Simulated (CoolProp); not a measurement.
Computed with CoolProp (reference Helmholtz-energy equation of state, Zhou 2011).

Question: For dimethyl carbonate, give the phase and the density (kg/m³), cv (kJ/(kg K)), speed of sound (m/s) at 326.85 °C and 944 kPa.

Answer: 
- 326.85 °C and 944 kPa: gas; density 18.0, cv 1.78, speed of sound 230
